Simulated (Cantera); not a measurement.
A Cantera script and what it prints.

```python
import numpy as np
import cantera as ct

gas_names = """
    O O2 O3 S SO SO2 SO3 S2 S2O S8
""".split()
cond_names = """
    S(cr1) S(cr2) S(L)
""".split()


def load(file, names, dense=False):
    # The tables refer to 1 bar. Condensed volumes are neglected.
    table = {s.name: s for s in ct.Species.list_from_file(file)}
    out = []
    for n in names:
        d = dict(table[n].input_data)
        d["thermo"] = dict(d["thermo"], **{"reference-pressure": 1e5})
        if dense:
            d["equation-of-state"] = {"model": "constant-volume", "density": "1e6 g/cm^3"}
        out.append(ct.Species.from_dict(d))
    return out


gas = ct.Solution(thermo="ideal-gas", species=load("nasa_gas.yaml", gas_names))
cond = {s.name: ct.Solution(thermo="fixed-stoichiometry", species=[s], name=s.name)
        for s in load("nasa_condensed.yaml", cond_names, dense=True)}
atoms = {
    'S': {'S': 1},
    'O2': {'O': 2},
}
top_T = {}  # K; cautious upper limits of use, not melting points


def equilibrate(T, P, feed):
    n = {}
    for name, mol in feed.items():
        for a, k in atoms[name].items():
            n[a] = n.get(a, 0.0) + k * mol
    gas.TPX = T, P, n
    mass = sum(n.values()) * gas.mean_molecular_weight
    gas.equilibrate("TP")
    valid = [c for c in cond.values() if c.min_temp <= T <= top_T.get(c.name, c.max_temp)]
    mix = ct.Mixture([(gas, mass / gas.mean_molecular_weight)] + [(c, 0.0) for c in valid])
    mix.T, mix.P = T, P
    mix.equilibrate("TP", solver="vcs", rtol=1e-11, max_steps=5000)
    return mix


results = []
feed = {'S': 1, 'O2': 4.4}  # mol
T = 500  # K
P = 5200  # Pa
mix = equilibrate(T, P, feed)
results.append((T, P, feed, dict(zip(mix.species_names, mix.species_moles))))
x = sorted(zip(gas.X, gas.species_names), reverse=True)
print(f"T = {T:g} K  P = {P:g} Pa  gas = {mix.phase_moles(0):.4g} mol")
print("   x: " + "  ".join(f"{s} {v:.3e}" for v, s in x if v > 1e-06))
print("   condensed (mol): " + ("  ".join(f"{mix.phase(i).name} {mix.phase_moles(i):.4g}"
      for i in range(1, mix.n_phases) if mix.phase_moles(i) > 1e-12) or "none"))
```

It prints:

```
T = 500 K  P = 5200 Pa  gas = 3.9 mol
   x: O2 7.436e-01  SO3 2.564e-01  SO2 5.059e-06
   condensed (mol): none
```

These are equilibrium values from Cantera (NASA tables, ideal gas, pure condensed phases), not measurements of a reactor.
